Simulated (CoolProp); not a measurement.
Vapour-liquid equilibrium of benzene (1) + o-xylene (2) at 145.35 °C; x and y are mole fractions of (1).

Values from CoolProp's multi-fluid Helmholtz-energy mixture model, Thol 2012 and Zhou 2012; pair parameters Bell 2016.

```json
[
 {"x": "0.05", "bubble pressure, mixture model (MPa)": "0.1210", "bubble pressure, Raoult's law (MPa)": "0.1252", "y, mixture model": "0.178", "y, Raoult's law": "0.211"},
 {"x": "0.2", "bubble pressure, mixture model (MPa)": "0.1845", "bubble pressure, Raoult's law (MPa)": "0.1890", "y, mixture model": "0.542", "y, Raoult's law": "0.560"},
 {"x": "0.35", "bubble pressure, mixture model (MPa)": "0.2570", "bubble pressure, Raoult's law (MPa)": "0.2528", "y, mixture model": "0.730", "y, Raoult's law": "0.733"},
 {"x": "0.5", "bubble pressure, mixture model (MPa)": "0.3275", "bubble pressure, Raoult's law (MPa)": "0.3166", "y, mixture model": "0.833", "y, Raoult's law": "0.836"},
 {"x": "0.65", "bubble pressure, mixture model (MPa)": "0.3915", "bubble pressure, Raoult's law (MPa)": "0.3803", "y, mixture model": "0.896", "y, Raoult's law": "0.904"},
 {"x": "0.8", "bubble pressure, mixture model (MPa)": "0.4502", "bubble pressure, Raoult's law (MPa)": "0.4441", "y, mixture model": "0.943", "y, Raoult's law": "0.953"},
 {"x": "0.95", "bubble pressure, mixture model (MPa)": "0.5086", "bubble pressure, Raoult's law (MPa)": "0.5079", "y, mixture model": "0.985", "y, Raoult's law": "0.990"}
]
```

The largest gap from Raoult's law is +3.4 % in bubble pressure, at x = 0.5. No azeotrope shows between x = 0.05 and 0.95.

The pair parameters rest on a limited set of measurements; away from them the model extrapolates. The gap from Raoult's law changes sign with composition, which may be real or a fault of the pair parameters; it wasn't checked against measurements.
